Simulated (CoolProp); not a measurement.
The fluid at 293.15 K and 0.398 MPa (stagnation) flows isentropically through a choked orifice. The same conditions are run with several fluids, on thermodynamics alone (safety and materials aside).

Values from CoolProp's reference Helmholtz-energy equation of state of each fluid (R404A: Lemmon 2003; carbon monoxide: Lemmon 2006; ethane: Bücker 2006; ethylene: Smukala 2000; R115: Lemmon 2016). Blends and air are pseudo-pure fits.

| fluid | throat to inlet pressure ratio | mass flux (kg/(m² s)) | throat temperature (K) |
|---|---|---|---|
| R404A | ___ | ___ | ___ |
| carbon monoxide | 0.528 | ___ | ___ |
| ethane | 0.565 | 918 | 266.0 |
| ethylene | 0.552 | ___ | ___ |
| R115 | 0.596 | 2030 | 280.3 |

### Question
What belongs in the gaps?

### Answer

- R404A, throat to inlet pressure ratio: 0.588
- R404A, mass flux (kg/(m² s)): 1630
- R404A, throat temperature (K): 276.3
- carbon monoxide, mass flux (kg/(m² s)): 925
- carbon monoxide, throat temperature (K): 244.1
- ethylene, mass flux (kg/(m² s)): 900
- ethylene, throat temperature (K): 259.1
